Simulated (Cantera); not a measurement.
A closed system holds: 1 mol Cu, 4.7 mol F2, 1.1 mol H2, equilibrated at 702 °C.

Method: chemical equilibrium by Gibbs-energy minimisation in Cantera with the NASA 1993 tables (ideal gas, pure condensed phases). Candidate condensed phases: Cu, CuF2; 15 gas species. The numbers say what is thermodynamically allowed, not how fast it happens.

Which condensed phases are stable at each of these points (P (Pa)): 1, 5.20, 27, 140, 720, 3700, 19000, 100000?


```json
[
 {"P (Pa)": "1", "condensed phases": "gas only", "Cu condensed (%)": "0.0"},
 {"P (Pa)": "5.20", "condensed phases": "CuF2(s)", "Cu condensed (%)": "12.9"},
 {"P (Pa)": "27", "condensed phases": "CuF2(s)", "Cu condensed (%)": "84.9"},
 {"P (Pa)": "140", "condensed phases": "CuF2(s)", "Cu condensed (%)": "97.3"},
 {"P (Pa)": "720", "condensed phases": "CuF2(s)", "Cu condensed (%)": "99.5"},
 {"P (Pa)": "3700", "condensed phases": "CuF2(s)", "Cu condensed (%)": "99.9"},
 {"P (Pa)": "19000", "condensed phases": "CuF2(s)", "Cu condensed (%)": "100.0"},
 {"P (Pa)": "100000", "condensed phases": "CuF2(s)", "Cu condensed (%)": "100.0"}
]
```

At 1.00 Pa nothing is condensed. From 5.20 Pa to 100000 Pa the condensed part is CuF2(s).
